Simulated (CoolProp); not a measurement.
Properties of dimethyl carbonate at several states (Tc = 557.0 K, pc = 4909 kPa, ω = 0.346).

Computed with CoolProp (reference Helmholtz-energy equation of state, Zhou 2011).

| T (K) | p (kPa) | phase | cp (kJ/(kg K)) | expansivity (1/kK) |
|---|---|---|---|---|
| 329.8 | 6220 | liquid | 1.875 | 1.280 |
| 286.8 | 3340 | liquid | 1.816 | 1.199 |
| 364 | 29.6 | gas | 1.354 | 2.824 |
| 403.1 | 3100 | liquid | 2.057 | 1.644 |
| 517 | 1030 | gas | 1.784 | 2.706 |
| 485.3 | 3730 | liquid | 2.376 | 2.718 |
